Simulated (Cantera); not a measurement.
Feed: 1 mol TEOS, 2.7 mol NO, 1.5 mol N2, at 875 °C and 0.280 bar.

These are equilibrium values from Cantera (NASA tables, ideal gas, pure condensed phases), not measurements of a reactor. Candidate condensed phases: C, C6H6, C7H8, C8H18, H2O, Si, SiC, SiO2, Si2N2O, Si3N4; 151 gas species. The feed counts by its element totals alone. The tables hold silica as quartz up to 1696 K and as liquid above; real silica turns to tridymite and cristobalite and melts near 1996 K. Equilibrium is a limit: real reactors are often held back by kinetics, nucleation or transport.

Base state: H2 0.566, CO 0.266, N2 0.163, CH4 0.00214, H2O 0.00202, CO2 0.000803, HCN 1.24e-5, NH3 1.19e-5 (mole fractions); condensed: C(graphite) + SiO2(β-quartz).

Q: What changes in the equilibrium state with this change: TEOS replaced by SiF4?

A: 
```
species                before     after
-------------------  --------  --------
N2                      0.163     0.548
O2                      <1e-9     0.260
SiF4                        0     0.192
H2                      0.566         0
CO                      0.266         0
CH4                   0.00214         0
H2O                   0.00202         0
CO2                  0.000803         0
NO                      <1e-9  0.000120
C(graphite), mol         3.31         0
SiO2(β-quartz), mol      1.00         0
```
